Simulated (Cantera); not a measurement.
## Ignition delay

Mixture: 6.22 % CH4, 0.616 % C2H6, 19.5 % O2, 73.4 % N2, 0.274 % CO2, equivalence ratio 0.75, at 2.47 atm, adiabatic and at constant pressure. Ignition delay is the time to a rise of 400 K.

Cantera simulation using GRI-Mech 3.0 (53 species, 325 reactions); the numbers are that mechanism's predictions, not measurements.

```tsv
T0 (K)	delay (ms)
1075	15.5
1150	5.11
1225	2.04
1300	0.908
1375	0.431
1450	0.215
1525	0.112
1600	0.0619
```

- apparent activation energy between 1450 and 1600 K = 160 kJ/mol
